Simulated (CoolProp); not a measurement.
CHF3 (R23) along the isotherm 301.8 K: Z from the reference equation and from simpler models built on Tc = 299.3 K, pc = 4832 kPa, ω = 0.263; each cubic takes its own stable root.

The numbers come from the reference Helmholtz-energy equation of state, Penoncello 2003 in CoolProp.

```json
[
 {"p (kPa)": "2680", "phase": "gas", "reference": "[?]", "van der Waals": "0.8083", "Redlich-Kwong": "0.7860", "Soave-Redlich-Kwong": "[?]", "Peng-Robinson": "0.7678"},
 {"p (kPa)": "5370", "phase": "supercritical", "reference": "0.2142", "van der Waals": "0.3130", "Redlich-Kwong": "0.2769", "Soave-Redlich-Kwong": "0.2849", "Peng-Robinson": "0.2612"},
 {"p (kPa)": "8050", "phase": "supercritical", "reference": "0.2508", "van der Waals": "0.3773", "Redlich-Kwong": "0.3133", "Soave-Redlich-Kwong": "0.3152", "Peng-Robinson": "0.2845"},
 {"p (kPa)": "10700", "phase": "supercritical", "reference": "0.3113", "van der Waals": "0.4651", "Redlich-Kwong": "0.3792", "Soave-Redlich-Kwong": "0.3807", "Peng-Robinson": "0.3428"},
 {"p (kPa)": "13400", "phase": "supercritical", "reference": "0.3732", "van der Waals": "0.5549", "Redlich-Kwong": "0.4471", "Soave-Redlich-Kwong": "0.4485", "Peng-Robinson": "0.4034"},
 {"p (kPa)": "16100", "phase": "supercritical", "reference": "[?]", "van der Waals": "0.6436", "Redlich-Kwong": "0.5140", "Soave-Redlich-Kwong": "0.5153", "Peng-Robinson": "0.4633"},
 {"p (kPa)": "18800", "phase": "supercritical", "reference": "0.4943", "van der Waals": "0.7310", "Redlich-Kwong": "0.5798", "Soave-Redlich-Kwong": "0.5810", "Peng-Robinson": "0.5222"},
 {"p (kPa)": "21500", "phase": "supercritical", "reference": "0.5534", "van der Waals": "0.8173", "Redlich-Kwong": "0.6444", "Soave-Redlich-Kwong": "0.6456", "Peng-Robinson": "0.5802"},
 {"p (kPa)": "24200", "phase": "supercritical", "reference": "0.6116", "van der Waals": "0.9024", "Redlich-Kwong": "0.7080", "Soave-Redlich-Kwong": "0.7092", "Peng-Robinson": "0.6373"}
]
```

Fill in the missing entries.


- 2680, reference: 0.7723
- 2680, Soave-Redlich-Kwong: 0.7872
- 16100, reference: 0.4342
